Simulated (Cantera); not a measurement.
A freely propagating, adiabatic, planar premixed flame of H2 : O2 : N2 = 1 : 0.294 : 0.912 (molar parts), equivalence ratio 1.7, unburnt at 450 K and 1130 Torr; mixture-averaged transport, grid criteria slope 0.08 and curve 0.16, no radiation.

Model: the H2/O2 subset of GRI-Mech 3.0, which has no nitrogen chemistry, integrated in Cantera. Burning velocities carry a grid error of a few per cent, more on coarse grids.

**Question.** What does this change do: 0.064 parts H2O added?

**Answer.** 
```
quantity                    before     after
------------------------  --------  --------
laminar burning velocity  682 cm/s  649 cm/s
thermal thickness         0.229 mm  0.220 mm
peak x(HO2)               0.000563  0.000619
peak x(O)                  0.00571   0.00510
peak x(H)                   0.0895    0.0810
peak x(OH)                 0.00933   0.00896
```
